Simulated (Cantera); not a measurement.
# Equilibrium for halide evaporation, hydrolysis and transport: LiCl + H₂O + H₂

Input: 1 mol LiCl, 13 mol H₂O, 1.1 mol H₂, at 8.70 mbar.

Equilibrium computed with Cantera from the NASA thermochemical tables; the gas is ideal and each condensed phase is pure. Candidate condensed phases: H₂O, Li, LiCl, LiH, LiOH, Li₂O; 25 gas species. The numbers say what is thermodynamically allowed, not how fast it happens.

```
T (K)  log p H₂O  log p H₂  log p LiCl  log p Li₂Cl₂  log p HCl  n LiCl(s)  n Li₂O(s)  n LiCl(l)
-----  ---------  --------  ----------  ------------  ---------  ---------  ---------  ---------
850        -2.10     -3.17       -5.39         -5.07      -6.93      0.962    5.18e-5          0
900        -2.10     -3.17       -4.73         -4.43      -6.50          0    9.29e-5      0.834
950        -2.11     -3.18       -4.17         -3.95      -6.16          0          0      0.480
1000       -2.12     -3.19       -3.77         -3.70      -5.82          0          0          0
1050       -2.12     -3.19       -3.58         -3.81      -5.58          0          0          0
1100       -2.12     -3.19       -3.43         -3.98      -5.39          0          0          0
1150       -2.12     -3.20       -3.34         -4.22      -5.22          0          0          0
1200       -2.12     -3.20       -3.30         -4.50      -5.09          0          0          0
1250       -2.13     -3.20       -3.27         -4.80      -4.97          0          0          0
1300       -2.13     -3.20       -3.26         -5.10      -4.87          0          0          0
1350       -2.13     -3.20       -3.26         -5.39      -4.78          0          0          0
```
log p: log10 of the partial pressure in bar; n: condensed amount in mol.

At 850 K the condensed part is LiCl(s) + Li₂O(s). At 900 K the condensed part is LiCl(l) + Li₂O(s). At 950 K the condensed part is LiCl(l). From 1000 K to 1350 K nothing is condensed. The main Li-bearing gas is Li₂Cl₂ at 850 K and LiCl at 1350 K.
